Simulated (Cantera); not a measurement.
**Stirred combustor or abatement burner**

A perfectly stirred reactor is fed with 4.32 % CH4, 0.648 % C2H6, 1.12 % C3H8, 19.6 % O2, 68.7 % N2, 5.61 % CO2, equivalence ratio 0.84, at 0.207 atm; it is adiabatic with a 748 K inlet, and is followed from long to short residence time, starting on the burning branch (τ in s: 0.038, 0.018, 0.0083, 0.0039, 0.0018, 0.00085, 0.00039, 0.00018, 8.6e-05, 4e-05).

Model: GRI-Mech 3.0 (53 species, 325 reactions), integrated in Cantera.

```csv
τ (s),T (K),x CH4,x C2H6,x C3H8,x HCO,x H,x H2O,x NO2
0.038,2142,5.81e-6,1.72e-7,2.87e-7,2.45e-7,0.00252,0.135,5.74e-8
0.018,2089,1.05e-5,3.46e-7,5.44e-7,5.12e-7,0.00374,0.132,2.11e-8
0.0083,2029,1.98e-5,7.07e-7,1.06e-6,1.09e-6,0.00540,0.129,7.93e-9
0.0039,1972,3.85e-5,1.43e-6,2.07e-6,2.25e-6,0.00724,0.126,3.57e-9
0.0018,1919,7.96e-5,3.01e-6,4.27e-6,4.75e-6,0.00901,0.124,1.90e-9
0.00085,1875,0.000171,6.48e-6,9.11e-6,9.90e-6,0.0102,0.122,1.23e-9
0.00039,1830,0.000416,1.59e-5,2.22e-5,2.18e-5,0.0102,0.120,9.58e-10
0.00018,1754,0.00139,5.38e-5,7.52e-5,5.07e-5,0.00790,0.117,1.11e-9
8.6e-5,748,0.0432,0.00648,0.0112,<1e-12,<1e-12,<1e-12,<1e-12
4.0e-5,748,0.0432,0.00648,0.0112,<1e-12,<1e-12,<1e-12,<1e-12
```
x: mole fraction; the columns are a selection and need not sum to one.
